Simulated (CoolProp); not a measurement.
Properties of R115 along the isotherm 381.7 K (Tc = 353.1 K, pc = 3129 kPa, ω = 0.248).

Values from CoolProp's reference Helmholtz-energy equation of state, Lemmon 2016.

```json
[
 {"p (kPa)": "293", "phase": "gas", "Z": "0.9760", "cp (kJ/(kg K))": "0.8257", "expansivity (1/kK)": "2.842"},
 {"p (kPa)": "587", "phase": "gas", "Z": "0.9511", "cp (kJ/(kg K))": "0.8362", "expansivity (1/kK)": "3.100"},
 {"p (kPa)": "880", "phase": "gas", "Z": "0.9252", "cp (kJ/(kg K))": "0.8484", "expansivity (1/kK)": "3.400"},
 {"p (kPa)": "1170", "phase": "gas", "Z": "0.8985", "cp (kJ/(kg K))": "0.8627", "expansivity (1/kK)": "3.750"},
 {"p (kPa)": "1470", "phase": "gas", "Z": "0.8696", "cp (kJ/(kg K))": "0.8804", "expansivity (1/kK)": "4.182"},
 {"p (kPa)": "1760", "phase": "gas", "Z": "0.8402", "cp (kJ/(kg K))": "0.9012", "expansivity (1/kK)": "4.687"},
 {"p (kPa)": "2050", "phase": "gas", "Z": "0.8093", "cp (kJ/(kg K))": "0.9267", "expansivity (1/kK)": "5.306"},
 {"p (kPa)": "2350", "phase": "gas", "Z": "0.7756", "cp (kJ/(kg K))": "0.9597", "expansivity (1/kK)": "6.105"},
 {"p (kPa)": "2640", "phase": "gas", "Z": "0.7409", "cp (kJ/(kg K))": "1.001", "expansivity (1/kK)": "7.089"},
 {"p (kPa)": "2930", "phase": "gas", "Z": "0.7041", "cp (kJ/(kg K))": "1.054", "expansivity (1/kK)": "8.361"},
 {"p (kPa)": "3230", "phase": "supercritical", "Z": "0.6635", "cp (kJ/(kg K))": "1.128", "expansivity (1/kK)": "10.10"},
 {"p (kPa)": "3520", "phase": "supercritical", "Z": "0.6218", "cp (kJ/(kg K))": "1.225", "expansivity (1/kK)": "12.37"},
 {"p (kPa)": "3810", "phase": "supercritical", "Z": "0.5777", "cp (kJ/(kg K))": "1.358", "expansivity (1/kK)": "15.39"},
 {"p (kPa)": "4110", "phase": "supercritical", "Z": "0.5304", "cp (kJ/(kg K))": "1.542", "expansivity (1/kK)": "19.40"},
 {"p (kPa)": "4400", "phase": "supercritical", "Z": "0.4853", "cp (kJ/(kg K))": "1.752", "expansivity (1/kK)": "23.69"},
 {"p (kPa)": "4690", "phase": "supercritical", "Z": "0.4448", "cp (kJ/(kg K))": "1.933", "expansivity (1/kK)": "26.87"}
]
```
